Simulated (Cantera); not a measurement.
Cantera run:

```python
import numpy as np
import cantera as ct

gas_names = """
    CL CLO CL2 H HCL HOCL HO2 H2 H2O H2O2 O OH O2 O3 Si SiCL SiCL2 SiCL3 SiCL4 SiH SiHCL3 SiH2 SiH2CL2
    SiH3 SiH3CL SiH4 SiO SiO2 Si2 Si3
""".split()
cond_names = """
    H2O(s) H2O(L) Si(cr) Si(L) SiO2(Lqz) SiO2(hqz) SiO2(L)
""".split()


# ... load() reads the species with a 1 bar reference pressure and builds the phases ...
atoms = {
    'Si2Cl6': {'Si': 2, 'CL': 6},
    'H2': {'H': 2},
    'H2O': {'H': 2, 'O': 1},
}
top_T = {}  # K; cautious upper limits of use, not melting points


# ... equilibrate(T, P, feed) seeds the gas with the atoms and calls Mixture.equilibrate('TP', solver="vcs", rtol=1e-11, max_steps=5000) ...
results = []
feed = {'Si2Cl6': 1, 'H2': 290, 'H2O': 0.0053}  # mol
P = 21000  # Pa
for T in [1098, 1148, 1198, 1248, 1298, 1348, 1398, 1448, 1498, 1548, 1598, 1648, 1698]:
    mix = equilibrate(T, P, feed)
    results.append((T, P, feed, dict(zip(mix.species_names, mix.species_moles))))
    x = sorted(zip(gas.X, gas.species_names), reverse=True)
    print(f"T = {T:g} K  P = {P:g} Pa  gas = {mix.phase_moles(0):.4g} mol")
    print("   x: " + "  ".join(f"{s} {v:.3e}" for v, s in x if v > 1e-05))
    print("   condensed (mol): " + ("  ".join(f"{mix.phase(i).name} {mix.phase_moles(i):.4g}"
          for i in range(1, mix.n_phases) if mix.phase_moles(i) > 1e-12) or "none"))
```

Result:

```
T = 1098 K  P = 21000 Pa  gas = 292.3 mol
   x: H2 9.854e-01  HCL 1.183e-02  SiHCL3 1.168e-03  SiCL4 9.632e-04  SiCL2 2.881e-04  SiH2CL2 1.694e-04  SiCL3 1.405e-04
   condensed (mol): Si(cr) 1.198  SiO2(hqz) 0.002634
T = 1148 K  P = 21000 Pa  gas = 292.6 mol
   x: H2 9.836e-01  HCL 1.437e-02  SiHCL3 7.595e-04  SiCL4 5.533e-04  SiCL2 4.608e-04  SiCL3 1.520e-04  SiH2CL2 1.306e-04
   condensed (mol): Si(cr) 1.394  SiO2(hqz) 0.002569
T = 1198 K  P = 21000 Pa  gas = 292.8 mol
   x: H2 9.822e-01  HCL 1.625e-02  SiCL2 6.333e-04  SiHCL3 4.339e-04  SiCL4 2.669e-04  SiCL3 1.382e-04  SiH2CL2 9.217e-05
   condensed (mol): Si(cr) 1.537  SiO2(hqz) 0.002289
T = 1248 K  P = 21000 Pa  gas = 292.9 mol
   x: H2 9.813e-01  HCL 1.736e-02  SiCL2 7.709e-04  SiHCL3 2.251e-04  SiCL4 1.131e-04  SiCL3 1.099e-04  SiH2CL2 6.090e-05
   condensed (mol): Si(cr) 1.62  SiO2(hqz) 0.001221
T = 1298 K  P = 21000 Pa  gas = 292.9 mol
   x: H2 9.809e-01  HCL 1.790e-02  SiCL2 8.690e-04  SiHCL3 1.123e-04  SiCL3 8.126e-05  SiCL4 4.541e-05  SiH2CL2 3.914e-05  SiO 1.796e-05
   condensed (mol): Si(cr) 1.657
T = 1348 K  P = 21000 Pa  gas = 293 mol
   x: H2 9.807e-01  HCL 1.813e-02  SiCL2 9.402e-04  SiCL3 5.862e-05  SiHCL3 5.636e-05  SiH2CL2 2.521e-05  SiCL4 1.835e-05  SiO 1.801e-05
   condensed (mol): Si(cr) 1.672
T = 1398 K  P = 21000 Pa  gas = 293 mol
   x: H2 9.807e-01  HCL 1.821e-02  SiCL2 9.956e-04  SiCL3 4.234e-05  SiHCL3 2.909e-05  SiO 1.804e-05  SiH2CL2 1.653e-05  H 1.023e-05
   condensed (mol): Si(cr) 1.674
T = 1448 K  P = 21000 Pa  gas = 293 mol
   x: H2 9.806e-01  HCL 1.822e-02  SiCL2 1.042e-03  SiCL3 3.096e-05  H 1.992e-05  SiO 1.805e-05  SiHCL3 1.556e-05  SiH2CL2 1.108e-05
   condensed (mol): Si(cr) 1.671
T = 1498 K  P = 21000 Pa  gas = 293 mol
   x: H2 9.806e-01  HCL 1.819e-02  SiCL2 1.082e-03  H 3.713e-05  SiCL3 2.299e-05  SiO 1.806e-05
   condensed (mol): Si(cr) 1.664
T = 1548 K  P = 21000 Pa  gas = 293 mol
   x: H2 9.806e-01  HCL 1.816e-02  SiCL2 1.119e-03  H 6.654e-05  SiO 1.807e-05  SiCL3 1.736e-05
   condensed (mol): Si(cr) 1.657
T = 1598 K  P = 21000 Pa  gas = 293 mol
   x: H2 9.806e-01  HCL 1.811e-02  SiCL2 1.152e-03  H 1.150e-04  SiO 1.808e-05  SiCL3 1.332e-05
   condensed (mol): Si(cr) 1.649
T = 1648 K  P = 21000 Pa  gas = 293 mol
   x: H2 9.805e-01  HCL 1.806e-02  SiCL2 1.182e-03  H 1.924e-04  SiO 1.808e-05  SiCL3 1.038e-05
   condensed (mol): Si(cr) 1.64
T = 1698 K  P = 21000 Pa  gas = 293.1 mol
   x: H2 9.804e-01  HCL 1.804e-02  SiCL2 1.193e-03  H 3.124e-04  SiO 1.808e-05  SiH2 1.369e-05
   condensed (mol): Si(L) 1.634
```

These are equilibrium values from Cantera (NASA tables, ideal gas, pure condensed phases), not measurements of a reactor. The feed counts by its element totals alone. Mutual solubility and eutectic melting of coexisting phases are not modelled. The tables' values for SiCl3 are old estimates; treat these amounts as uncertain. The tables hold silica as quartz up to 1696 K and as liquid above; real silica turns to tridymite and cristobalite and melts near 1996 K. Gases not in the tables: Si2H6 and higher silanes.
